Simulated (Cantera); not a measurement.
An isothermal, constant-pressure homogeneous reactor starts with NO : N2 = 1 : 7.4 (molar parts), at 2050 K and 0.132 atm. Integrator tolerance rtol = 1e-08.

Model: GRI-Mech 3.0 (53 species, 325 reactions), integrated in Cantera.

Q: What does this change do: temperature 2050 to 1723 K?

A: 
| quantity | before | after |
|---|---|---|
| x(NO) at 70.0 s | 0.00498 (gas-phase equilibrium 0.00498) | 0.0881 (gas-phase equilibrium 0.00183) |
| x(N2O) at 70.0 s | 1.11e-7 (gas-phase equilibrium 1.11e-7) | 2.91e-6 (gas-phase equilibrium 4.25e-8) |
| x(O) at 70.0 s | 0.000638 (gas-phase equilibrium 0.000638) | 2.03e-5 (gas-phase equilibrium 3.79e-5) |
| x(NO2) at 70.0 s | 1.50e-6 (gas-phase equilibrium 1.50e-6) | 2.62e-5 (gas-phase equilibrium 1.05e-6) |
| x(O2) at 70.0 s | 0.0567 (gas-phase equilibrium 0.0567) | 0.0154 (gas-phase equilibrium 0.0586) |
| x(N2) at 70.0 s | 0.938 (gas-phase equilibrium 0.938) | 0.896 (gas-phase equilibrium 0.940) |
